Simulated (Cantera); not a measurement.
Standard-state values (1 bar) from the NASA 1993 polynomials, evaluated with Cantera. Values are per mole of reaction as written; species without (g) are pure solids or liquids, kept so even where they would boil at 1 bar.

Problem. Between 648 and 1323 K, where is each reaction favourable under standard conditions?
- 2 Cs + 2 HCl(g) ⇌ 2 CsCl + H2(g)

Solution. 
- 2 Cs + 2 HCl(g) ⇌ 2 CsCl + H2(g): ΔG° is -562 kJ at 648 K and -452 kJ at 1323 K; it stays negative (K > 1). ΔH° is -626 kJ and ΔS° -132 J/K at 1323 K.
